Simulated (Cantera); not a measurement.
# Fe2O3 + H2 + H2O (hydrogen reduction and annealing atmospheres)

Feed: 1 mol Fe2O3, a varied amount of H2, 5.6 mol H2O, at 1250 K and 2.50 bar.

Equilibrium computed with Cantera from the NASA thermochemical tables; the gas is ideal and each condensed phase is pure. Candidate condensed phases: Fe, FeO, Fe(OH)2, Fe(OH)3, Fe2O3, Fe3O4, H2O; 12 gas species. Mutual solubility and eutectic melting of coexisting phases are not modelled. The tables' stoichiometric FeO is somewhat more stable than real wüstite, so its field is too wide. FeO: taken at fixed stoichiometry. Kinetics and transport are ignored.

```
n(H2) (mol)   x H2   x H2O  x Fe(OH)2      x H      x OH  n FeO(s)  n Fe(γ)
-----------  -----  ------  ---------  -------  --------  --------  -------
6.5          0.455   0.545    4.75e-7  2.06e-7   2.55e-9      2.00        0
8.7          0.538   0.462    4.02e-7  2.24e-7   1.98e-9      2.00        0
12           0.625   0.375    3.27e-7  2.42e-7   1.50e-9      2.00        0
16           0.694   0.306    2.66e-7  2.55e-7   1.16e-9      2.00        0
21           0.752   0.248    2.16e-7  2.65e-7  9.02e-10      2.00        0
28           0.768   0.232    2.02e-7  2.68e-7  8.37e-10     0.791     1.21
37           0.798   0.202    1.47e-7  2.73e-7  7.13e-10         0     2.00
50           0.845   0.155    8.14e-8  2.81e-7  5.31e-10         0     2.00
67           0.882   0.118    4.58e-8  2.87e-7  3.98e-10         0     2.00
90           0.910  0.0900    2.56e-8  2.92e-7  2.97e-10         0     2.00
120          0.932  0.0685    1.45e-8  2.95e-7  2.24e-10         0     2.00
160          0.948  0.0519    8.18e-9  2.98e-7  1.68e-10         0     2.00
220          0.962  0.0381    4.34e-9  3.00e-7  1.23e-10         0     2.00
```
x: gas mole fraction; n: condensed amount in mol.

From 6.5 mol H2 to 21 mol H2 the condensed part is FeO(s). At 28 mol H2 the condensed part is Fe(γ) + FeO(s). From 37 mol H2 to 220 mol H2 the condensed part is Fe(γ).
